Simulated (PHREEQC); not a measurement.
A solution holds 0.07 mol/kgw FeCl3, 0.053 mol/kgw ZnCl2, 0.00045 mol/kgw NaHCO3 and 0.04 mol/kgw NaCl, at 10 °C. Closed to the air; pH follows from the charge balance.

Computed with PHREEQC (ion-association model, phreeqc.dat).

```json
[
 {"quantity": "pH", "before": "2.13", "after": "1.82"},
 {"quantity": "ionic strength (mol/kgw)", "before": "0.451", "after": "0.403"},
 {"quantity": "Cl- (mol/kgw)", "before": "0.294", "after": "0.275"},
 {"quantity": "FeCl+2 (mol/kgw)", "before": "0.0282", "after": "0.0413"},
 {"quantity": "Fe+3 (mol/kgw)", "before": "0.0187", "after": "0.00571"},
 {"quantity": "FeCl2+ (mol/kgw)", "before": "0.0135", "after": "0.00289"},
 {"quantity": "SI of Halite (NaCl)", "before": "-3.80", "after": "-3.90"},
 {"quantity": "SI of Goethite (FeOOH)", "before": "+4.07", "after": "+4.51"}
]
```

**Question.** Name the change that produced these shifts.
A) ZnCl2 replaced by FeCl2 at the same molality
B) ZnCl2 left out
C) NaCl from 0.04 to 0.4 mol/kgw
D) temperature from 10 to 70 °C
E) FeCl3 from 0.07 to 0.063 mol/kgw

**Answer.** D, temperature from 10 to 70 °C

Precipitation was switched off in this run. Some of these states are supersaturated (in Hematite (slow to form), Goethite (slow to form), for instance). Constants without temperature data keep their 25 °C values here.
